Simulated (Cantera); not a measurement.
An adiabatic, constant-pressure homogeneous reactor starts with CO : H2 : O2 : N2 = 1 : 0.077 : 1.02 : 3.82 (molar parts), at 1048 K and 10.0 bar. Integrator tolerance rtol = 1e-08.

Model: GRI-Mech 3.0 (53 species, 325 reactions), integrated in Cantera. The hydrogen kinetics of GRI-Mech 3.0 are dated; newer H2 mechanisms differ, most at raised pressure.

### Question
What does this change do: pressure from 10.0 bar to 1.00 bar?

### Answer
```json
[
 {"quantity": "time of steepest temperature rise", "before": "2.07 ms", "after": "0.458 ms"},
 {"quantity": "temperature at 0.600 s", "before": "2386 K", "after": "2342 K"},
 {"quantity": "equilibrium temperature", "before": "2386 K", "after": "2342 K"},
 {"quantity": "x(CO) at 0.600 s", "before": "0.00387 (gas-phase equilibrium 0.00387)", "after": "0.00902 (gas-phase equilibrium 0.00902)"},
 {"quantity": "x(H2) at 0.600 s", "before": "4.88e-5 (gas-phase equilibrium 4.88e-5)", "after": "0.000115 (gas-phase equilibrium 0.000115)"},
 {"quantity": "x(O2) at 0.600 s", "before": "0.0848 (gas-phase equilibrium 0.0848)", "after": "0.0868 (gas-phase equilibrium 0.0868)"},
 {"quantity": "x(H2O) at 0.600 s", "before": "0.0134 (gas-phase equilibrium 0.0134)", "after": "0.0128 (gas-phase equilibrium 0.0128)"},
 {"quantity": "x(O) at 0.600 s", "before": "0.000745 (gas-phase equilibrium 0.000745)", "after": "0.00187 (gas-phase equilibrium 0.00187)"},
 {"quantity": "x(OH) at 0.600 s", "before": "0.00164 (gas-phase equilibrium 0.00164)", "after": "0.00245 (gas-phase equilibrium 0.00245)"}
]
```

### Question
What does this change do: initial temperature 1048 to 1275 K?

### Answer
| quantity | before | after |
|---|---|---|
| time of steepest temperature rise | 2.07 ms | 37.1 µs |
| temperature at 0.600 s | 2386 K | 2539 K |
| equilibrium temperature | 2386 K | 2539 K |
| x(CO) at 0.600 s | 0.00387 (gas-phase equilibrium 0.00387) | 0.00870 (gas-phase equilibrium 0.00870) |
| x(H2) at 0.600 s | 4.88e-5 (gas-phase equilibrium 4.88e-5) | 0.000100 (gas-phase equilibrium 0.000100) |
| x(O2) at 0.600 s | 0.0848 (gas-phase equilibrium 0.0848) | 0.0845 (gas-phase equilibrium 0.0845) |
| x(H2O) at 0.600 s | 0.0134 (gas-phase equilibrium 0.0134) | 0.0128 (gas-phase equilibrium 0.0128) |
| x(O) at 0.600 s | 0.000745 (gas-phase equilibrium 0.000745) | 0.00162 (gas-phase equilibrium 0.00162) |
| x(OH) at 0.600 s | 0.00164 (gas-phase equilibrium 0.00164) | 0.00262 (gas-phase equilibrium 0.00262) |

### Question
What does this change do: initial temperature 1048 to 1200 K?

### Answer
| quantity | before | after |
|---|---|---|
| time of steepest temperature rise | 2.07 ms | 97.2 µs |
| temperature at 0.600 s | 2386 K | 2490 K |
| equilibrium temperature | 2386 K | 2490 K |
| x(CO) at 0.600 s | 0.00387 (gas-phase equilibrium 0.00387) | 0.00682 (gas-phase equilibrium 0.00682) |
| x(H2) at 0.600 s | 4.88e-5 (gas-phase equilibrium 4.88e-5) | 8.07e-5 (gas-phase equilibrium 8.07e-5) |
| x(O2) at 0.600 s | 0.0848 (gas-phase equilibrium 0.0848) | 0.0846 (gas-phase equilibrium 0.0846) |
| x(H2O) at 0.600 s | 0.0134 (gas-phase equilibrium 0.0134) | 0.0130 (gas-phase equilibrium 0.0130) |
| x(O) at 0.600 s | 0.000745 (gas-phase equilibrium 0.000745) | 0.00128 (gas-phase equilibrium 0.00128) |
| x(OH) at 0.600 s | 0.00164 (gas-phase equilibrium 0.00164) | 0.00227 (gas-phase equilibrium 0.00227) |
